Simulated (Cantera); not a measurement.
Diamond growth

A diamond (100) surface in a fixed gas of H2 with x(CH4) = 0.017, x(CH3) = 8.3e-05, at 1200 K, 1300 Pa; coverages are run to steady state.

Model: the Harris–Goodwin 1993 mechanism for the reconstructed diamond (100) surface, integrated in Cantera.

| x(H) | growth (µm/h) | θ c6HH | θ c6H* | θ c6*H | θ c6** | θ c6HM |
|---|---|---|---|---|---|---|
| 0.0001 | 0.0104 | 0.617 | 0.0273 | 0.349 | 0.00507 | 0.000201 |
| 0.00025 | 0.0298 | 0.527 | 0.0333 | 0.426 | 0.0115 | 0.000274 |
| 0.00061 | 0.0581 | 0.479 | 0.0363 | 0.465 | 0.0189 | 0.000334 |
| 0.0015 | 0.0939 | 0.455 | 0.0376 | 0.482 | 0.0249 | 0.000372 |
| 0.0037 | 0.148 | 0.444 | 0.0382 | 0.488 | 0.0284 | 0.000380 |
| 0.0091 | 0.246 | 0.440 | 0.0384 | 0.491 | 0.0301 | 0.000356 |
| 0.022 | 0.414 | 0.438 | 0.0385 | 0.492 | 0.0308 | 0.000296 |
| 0.055 | 0.657 | 0.437 | 0.0386 | 0.493 | 0.0312 | 0.000205 |
| 0.14 | 0.895 | 0.437 | 0.0389 | 0.493 | 0.0314 | 0.000114 |
θ: site fractions in the mechanism's names (c6HH fully hydrogenated, c6H* and c6*H radical sites, c6** diradical, c6HM methylated).
